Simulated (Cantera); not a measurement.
Feed: 1 mol SiH4, 3.6 mol N2O, 8.1 mol N2, at 72.8 Torr.

Method: chemical equilibrium by Gibbs-energy minimisation in Cantera with the NASA 1993 tables (ideal gas, pure condensed phases). Candidate condensed phases: H2O, Si, SiO2, Si2N2O, Si3N4; 35 gas species. The tables hold silica as quartz up to 1696 K and as liquid above; real silica turns to tridymite and cristobalite and melts near 1996 K. Gases not in the tables: Si(OH)4. Kinetics and transport are ignored.

Which condensed phases are stable at each of these points (T (°C)): 252, 402, 552, 702, 852, 1002, 1152, 1302, 1452?


```csv
T (°C),condensed phases,Si condensed (%)
252,SiO2(α-quartz),100.0
402,SiO2(α-quartz),100.0
552,SiO2(α-quartz),100.0
702,SiO2(β-quartz),100.0
852,SiO2(β-quartz),100.0
1002,SiO2(β-quartz),100.0
1152,SiO2(β-quartz),100.0
1302,SiO2(β-quartz),100.0
1452,SiO2(condensed),100.0
```

From 252 °C to 552 °C the condensed part is SiO2(α-quartz). From 702 °C to 1302 °C the condensed part is SiO2(β-quartz). At 1452 °C the condensed part is SiO2(condensed).
